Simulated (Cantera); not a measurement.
A freely propagating, adiabatic, planar premixed flame of H2 : O2 : N2 = 1 : 0.167 : 0.817 (molar parts), unburnt at 300 K and 0.642 atm; mixture-averaged transport, grid criteria slope 0.08 and curve 0.16, no radiation.

Cantera simulation using the H2/O2 subset of GRI-Mech 3.0, which has no nitrogen chemistry; the numbers are that mechanism's predictions, not measurements. Burning velocities carry a grid error of a few per cent, more on coarse grids.

Problem. How do the results move with these cheaper or finer settings: unity-Lewis-number transport; multicomponent transport; multicomponent+Soret transport; grid criteria slope 0.5, curve 1; grid criteria slope 0.25, curve 0.5; grid criteria slope 0.03, curve 0.06?

Solution. 
| setting | laminar burning velocity | thermal thickness | peak x(H2O2) | peak x(OH) | grid points |
|---|---|---|---|---|---|
| as above | 174 cm/s | 0.679 mm | 6.02e-5 | 0.000506 | 122 |
| unity-Lewis-number transport | 103 cm/s | 0.748 mm | 2.50e-5 | 0.000397 | 116 |
| multicomponent transport | 171 cm/s | 0.687 mm | 5.92e-5 | 0.000496 | 122 |
| multicomponent+Soret transport | 167 cm/s | 0.657 mm | 6.41e-5 | 0.000514 | 124 |
| grid criteria slope 0.5, curve 1 | 173 cm/s | 0.829 mm | 5.36e-5 | 0.000465 | 44 |
| grid criteria slope 0.25, curve 0.5 | 174 cm/s | 0.742 mm | 6.15e-5 | 0.000492 | 56 |
| grid criteria slope 0.03, curve 0.06 | 173 cm/s | 0.665 mm | 6.16e-5 | 0.000507 | 290 |
Unity Lewis numbers drop preferential diffusion, which matters most where H2 and H carry the flame; Soret adds thermal diffusion.
